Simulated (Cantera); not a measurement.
Adiabatic ignition

An adiabatic, constant-volume homogeneous reactor starts with 11.5 % CH₃OH, 18.2 % O₂, 68.4 % N₂, 1.96 % H₂O, at 1250 K and 0.868 atm.

Cantera simulation using GRI-Mech 3.0 (53 species, 325 reactions); the numbers are that mechanism's predictions, not measurements. GRI-Mech 3.0 was tuned for natural gas; its chemistry of methanol as a main component is partial and can be far from experiment.

| t (s) | T (K) | P (bar) | x CH₃OH | x O₂ | x H₂O | x CO₂ | x CH₂CO |
|---|---|---|---|---|---|---|---|
| 2.00e-6 | 1250 | 0.880 | 0.115 | 0.182 | 0.0196 | 3.15e-9 | <1e-12 |
| 5.97e-6 | 1250 | 0.880 | 0.115 | 0.182 | 0.0196 | 9.71e-9 | <1e-12 |
| 1.78e-5 | 1250 | 0.880 | 0.115 | 0.182 | 0.0196 | 2.93e-8 | <1e-12 |
| 5.33e-5 | 1250 | 0.880 | 0.115 | 0.182 | 0.0196 | 8.78e-8 | <1e-12 |
| 0.000159 | 1250 | 0.880 | 0.115 | 0.182 | 0.0196 | 2.63e-7 | <1e-12 |
| 0.000476 | 1250 | 0.880 | 0.115 | 0.182 | 0.0196 | 7.85e-7 | <1e-12 |
| 0.00142 | 1250 | 0.880 | 0.115 | 0.182 | 0.0196 | 2.36e-6 | 1.37e-12 |
| 0.00424 | 1286 | 0.913 | 0.102 | 0.174 | 0.0281 | 3.79e-5 | 3.46e-10 |
| 0.0127 | 2768 | 2.15 | <1e-12 | 0.0244 | 0.196 | 0.0660 | <1e-12 |
| 0.0379 | 2768 | 2.15 | <1e-12 | 0.0244 | 0.196 | 0.0660 | <1e-12 |
| 0.113 | 2768 | 2.15 | <1e-12 | 0.0244 | 0.196 | 0.0660 | <1e-12 |
| 0.338 | 2768 | 2.15 | <1e-12 | 0.0244 | 0.196 | 0.0660 | <1e-12 |
| 1.01 | 2768 | 2.15 | <1e-12 | 0.0244 | 0.196 | 0.0660 | <1e-12 |
| 3.01 | 2768 | 2.15 | <1e-12 | 0.0244 | 0.196 | 0.0660 | <1e-12 |
| 9.00 | 2768 | 2.15 | <1e-12 | 0.0244 | 0.196 | 0.0660 | <1e-12 |
x: mole fraction; the columns are a selection and need not sum to one.

```yaml
time_of_steepest_temperature_rise: 4.53 ms
temperature at 9.00 s: 2768 K
equilibrium_temperature: 2768 K
x(CH₃OH) at 9.00 s: <1e-12 (gas-phase equilibrium <1e-12)
x(O₂) at 9.00 s: 0.0244 (gas-phase equilibrium 0.0244)
x(H₂O) at 9.00 s: 0.196 (gas-phase equilibrium 0.196)
```
